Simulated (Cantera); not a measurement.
A closed system holds: 1 mol Si, 8.5 mol Br₂, 0.11 mol H₂, 3.9 mol HBr, at 1.33 mbar.

Cantera equilibrium calculation (NASA polynomials, part measured and part estimated; ideal gas, pure solids and liquids). Candidate condensed phases: Br₂, Si; 19 gas species. Kinetics and transport are ignored.

Problem. At 825 °C, list the 4 most abundant gas species with their mole fractions, and the condensed phases.

Solution. Br₂ 0.348, HBr 0.310, Br 0.266, SiBr₄ 0.0753. Condensed: gas only.
